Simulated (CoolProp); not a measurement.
Computed with CoolProp (reference Helmholtz-energy equation of state, Tillner-Roth 1997).

**Question.** For CH2F2 (R32), give the phase and the cv (kJ/(kg K)) at 69.25 °C and 1.54 bar; 142.65 °C and 146 bar.

**Answer.** 
- 69.25 °C and 1.54 bar: gas; cv 0.742
- 142.65 °C and 146 bar: supercritical; cv 1.08
